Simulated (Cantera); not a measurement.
# Equilibrium for metals in furnace atmospheres: Pb + H2O + N2

Charge: 1 mol Pb, 2.2 mol H2O, a varied amount of N2, at 1602 °C and 22.0 Pa.

Cantera equilibrium calculation (NASA polynomials, part measured and part estimated; ideal gas, pure solids and liquids). Candidate condensed phases: H2O, Pb, PbO, PbO2, Pb3O4; 27 gas species. Equilibrium is a limit: real reactors are often held back by kinetics, nucleation or transport.

| n(N2) (mol) | x N2 | x H2O | x Pb | x H2 | x O2 | x OH |
|---|---|---|---|---|---|---|
| 1.3 | 0.283 | 0.440 | 0.210 | 0.0311 | 0.0101 | 0.00859 |
| 2.5 | 0.430 | 0.346 | 0.166 | 0.0262 | 0.00881 | 0.00736 |
| 4.8 | 0.590 | 0.244 | 0.119 | 0.0204 | 0.00722 | 0.00589 |
| 9.3 | 0.735 | 0.154 | 0.0768 | 0.0148 | 0.00550 | 0.00437 |
| 18 | 0.841 | 0.0890 | 0.0456 | 0.0101 | 0.00394 | 0.00306 |
| 35 | 0.910 | 0.0478 | 0.0255 | 0.00657 | 0.00267 | 0.00203 |
| 68 | 0.950 | 0.0245 | 0.0138 | 0.00416 | 0.00175 | 0.00131 |
x: gas mole fraction; nothing condenses.

From 1.3 mol N2 to 68 mol N2 nothing is condensed. The main Pb-bearing gas is Pb throughout.
